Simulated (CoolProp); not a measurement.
c-C4F8 (RC318) along the isotherm 399.3 K: fugacity coefficient from the reference equation and from simpler models built on Tc = 388.4 K, pc = 2.778 MPa, ω = 0.355; each cubic takes its own stable root.

Computed with CoolProp (reference Helmholtz-energy equation of state, Platzer 1990). This equation is an older, rougher fit; its heat capacities, sound speeds and derivatives of the liquid may be far off and weren't checked against measurements.

```tsv
p (MPa)	phase	reference	Redlich-Kwong	Soave-Redlich-Kwong	Peng-Robinson
0.868	gas	0.9077	0.9035	(withheld)	(withheld)
1.74	gas	0.8163	0.8094	0.8131	0.7951
2.6	gas	0.7253	0.7169	0.7230	(withheld)
3.47	supercritical	0.6241	0.6140	0.6258	0.6011
4.34	supercritical	0.5314	0.5265	0.5390	0.5147
5.21	supercritical	0.4674	0.4662	0.4782	0.4540
6.08	supercritical	0.4215	0.4228	0.4343	0.4101
6.94	supercritical	0.3877	0.3907	(withheld)	0.3774
7.81	supercritical	0.3614	0.3657	0.3763	0.3517
8.68	supercritical	0.3407	0.3460	0.3563	0.3313
9.55	supercritical	0.3242	0.3302	0.3403	0.3149
10.4	supercritical	0.3111	0.3177	0.3276	0.3018
11.3	supercritical	0.2998	0.3070	0.3166	0.2903
12.2	supercritical	0.2906	0.2982	0.3077	0.2807
13	supercritical	0.2838	0.2917	0.3012	0.2736
13.9	supercritical	0.2775	0.2857	0.2951	0.2668
```

Task: What belongs in the gaps?

Result: 
- 0.868, Soave-Redlich-Kwong: 0.9053
- 0.868, Peng-Robinson: 0.8950
- 2.6, Peng-Robinson: 0.7000
- 6.94, Soave-Redlich-Kwong: 0.4017
